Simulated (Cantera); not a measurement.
A closed system holds: 1 mol Si, 8.4 mol HCl, 0.2 mol N₂, held at 1.00 bar.

Equilibrium computed with Cantera from the NASA thermochemical tables; the gas is ideal and each condensed phase is pure. Candidate condensed phases: NH₄Cl, Si, Si₃N₄; 28 gas species. Rates play no part.

### Question
At 923 K, list the 6 most abundant gas species with their mole fractions, and the condensed phases.

### Answer
HCl 0.579, H₂ 0.263, SiCl₄ 0.131, N₂ 0.0263, SiHCl₃ 0.000213, NH₃ 2.21e-5. Condensed: gas only.
